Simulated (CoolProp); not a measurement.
R1234ze(E) at several states: Z from the reference equation and from simpler models built on Tc = 109.4 °C, pc = 36.35 bar, ω = 0.313; each cubic takes its own stable root.

The numbers come from the reference Helmholtz-energy equation of state, Thol 2016 in CoolProp.

```tsv
T (°C)	p (bar)	phase	reference
23.15	2.46	gas	0.9393
34.35	56.9	liquid	0.2189
-19.05	0.435	gas	0.9825
```

Question: How far does each simpler model (van der Waals, Redlich-Kwong, Soave-Redlich-Kwong, Peng-Robinson) lie from the reference over these 3 states: mean and median of the absolute difference, and the worst?

Answer: 
- van der Waals: mean 21.2 %, median 2.4 %, worst +60.3 % at 34.35 °C and 56.9 bar
- Redlich-Kwong: mean 5.9 %, median 1.2 %, worst +15.9 % at 34.35 °C and 56.9 bar
- Soave-Redlich-Kwong: mean 3.9 %, median 0.6 %, worst +10.8 % at 34.35 °C and 56.9 bar
- Peng-Robinson: mean 0.8 %, median 0.3 %, worst -1.9 % at 34.35 °C and 56.9 bar
